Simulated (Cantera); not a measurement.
Cantera run:

```python
import numpy as np
import cantera as ct

gas_names = [...]  # 87 gases of nasa_gas.yaml made of C, H, Si
cond_names = """
    C(gr) C6H6(L) C7H8(L) C8H18(L),n-octa Si(cr) Si(L) SiC(b)
""".split()


# ... load() reads the species with a 1 bar reference pressure and builds the phases ...
atoms = {
    'CH3SiH3': {'C': 1, 'H': 6, 'Si': 1},
    'C2H2': {'C': 2, 'H': 2},
    'H2': {'H': 2},
    'C2H4': {'C': 2, 'H': 4},
}
top_T = {'C(gr)': 4500, 'SiC(b)': 3050}  # K; cautious upper limits of use, not melting points


# ... equilibrate(T, P, feed) seeds the gas with the atoms and calls Mixture.equilibrate('TP', solver="vcs", rtol=1e-11, max_steps=5000) ...
results = []
feed = {'CH3SiH3': 1, 'C2H2': 0.014, 'H2': 13, 'C2H4': 0.15}  # mol
P = 1333.22  # Pa
for T in [1375, 1475, 1575, 1675, 1775, 1875, 1975, 2075, 2175]:
    mix = equilibrate(T, P, feed)
    results.append((T, P, feed, dict(zip(mix.species_names, mix.species_moles))))

top = {s: max(r[3][s] / sum(r[3][g] for g in gas_names) for r in results) for s in gas_names}
cols = sorted((s for s in top if top[s] > 1e-05), key=lambda s: -top[s])[:7]
seen = [c for c in cond_names if any(r[3].get(c, 0) > 1e-12 for r in results)]
print("log10 of partial pressures in bar; condensed amounts in mol")
print(f"{'T/K':>10s}" + "".join(f"{s[:9]:>10s}" for s in cols + seen))
for T, P, feed, n in results:
    ng = sum(n[g] for g in gas_names)
    print(f"{T:10.4g}" + "".join(f"{np.log10(max(n[s] / ng * P / 1e5, 1e-99)):10.3f}" for s in cols)
          + "".join(f"{n.get(c, 0):10.4g}" for c in seen))
```

Result:

```
log10 of partial pressures in bar; condensed amounts in mol
       T/K        H2         H        Si C2H2,acet      SiC2      Si2C       SiH     C(gr)    SiC(b)
      1375    -1.875    -6.403   -11.755    -7.625   -15.022   -15.041   -11.943    0.3269         1
      1475    -1.875    -5.825   -10.421    -7.051   -13.273   -13.325   -10.806    0.3271         1
      1575    -1.875    -5.319    -9.257    -6.551   -11.750   -11.831    -9.817    0.3269         1
      1675    -1.876    -4.873    -8.234    -6.112   -10.412   -10.520    -8.947    0.3258         1
      1775    -1.876    -4.477    -7.327    -5.723    -9.228    -9.360    -8.176    0.3232    0.9999
      1875    -1.878    -4.122    -6.518    -5.377    -8.172    -8.326    -7.490     0.318    0.9995
      1975    -1.881    -3.804    -5.792    -5.068    -7.226    -7.401    -6.875     0.309    0.9976
      2075    -1.886    -3.517    -5.137    -4.792    -6.374    -6.567    -6.322    0.2975     0.989
      2175    -1.896    -3.259    -4.543    -4.547    -5.602    -5.812    -5.823    0.2936    0.9547
```

Equilibrium computed with Cantera from the NASA thermochemical tables; the gas is ideal and each condensed phase is pure. The feed counts by its element totals alone. Gases not in the tables: Si2H6 and higher silanes.
